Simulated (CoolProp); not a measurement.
Vapour-liquid equilibrium of cyclopropane (1) + R134a (2) at 316.6 K; x and y are mole fractions of (1).

The numbers come from the multi-fluid Helmholtz-energy mixture model, Polt 1992 and Tillner-Roth 1994; pair parameters Bell 2016 in CoolProp. This equation is an older, rougher fit; its heat capacities, sound speeds and derivatives of the liquid may be far off and weren't checked against measurements.

```csv
x,"bubble pressure, mixture model (kPa)","bubble pressure, Raoult's law (kPa)","y, mixture model","y, Raoult's law"
0.05,1196,1116,0.097,0.052
0.125,1297,1119,0.211,0.129
0.2,1374,1122,0.297,0.206
0.275,1430,1126,0.366,0.283
0.35,1469,1129,0.423,0.359
0.425,1493,1132,0.472,0.434
0.5,1504,1135,0.516,0.509
0.575,1504,1138,0.559,0.584
0.65,1492,1142,0.603,0.658
0.725,1468,1145,0.651,0.732
0.8,1425,1148,0.709,0.806
0.875,1358,1151,0.785,0.879
0.95,1254,1154,0.894,0.952
```

The largest gap from Raoult's law is +32.5 % in bubble pressure, at x = 0.5. y crosses x between x = 0.5 and 0.575: the model has an azeotrope there.

The pair parameters rest on a limited set of measurements; away from them the model extrapolates.
